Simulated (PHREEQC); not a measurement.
# Buffer (model solution)

Solution (25 °C): 0.13 mol/kgw NaHCO3, 0.002 mol/kgw Na2B4O7 and 0.29 mol/kgw KCl. Closed to the air; pH follows from the charge balance.

Computed with PHREEQC (ion-association model, phreeqc.dat).

Precipitation was switched off in this run.

Estimate the pH.

pH 8.20.

In which forms is C present?

HCO3- 93 %, NaHCO3 3.1 %, CO3-2 2.0 %, NaCO3- 1.2 %, CO2 0.8 % of the C.

Complexes and solids missing from the database can't appear.
